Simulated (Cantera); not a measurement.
A closed system holds: 1 mol CsOH, 2.2 mol H₂O, held at 1648.15 K and 1.30 bar.

Method: chemical equilibrium by Gibbs-energy minimisation in Cantera with the NASA 1993 tables (ideal gas, pure condensed phases). Candidate condensed phases: Cs, CsOH, H₂O; 15 gas species. Kinetics and transport are ignored.

Base state: H₂O 0.687, CsOH 0.311, Cs 0.000584, H₂ 0.000393, O₂ 0.000311, Cs₂(OH)₂ 0.000203, OH 0.000122 (mole fractions); condensed: gas only.

**Question.** What changes in the equilibrium state with this change: pressure from 1.30 bar to 23.0 mbar?

**Answer.** 
| species | before | after |
|---|---|---|
| H₂O | 0.687 | 0.686 |
| CsOH | 0.311 | 0.303 |
| Cs | 0.000584 | 0.00719 |
| O₂ | 0.000311 | 0.00221 |
| Cs₂(OH)₂ | 0.000203 | 3.41e-6 |
| H | 1.55e-6 | 1.95e-5 |
| OH | 0.000122 | 0.000545 |
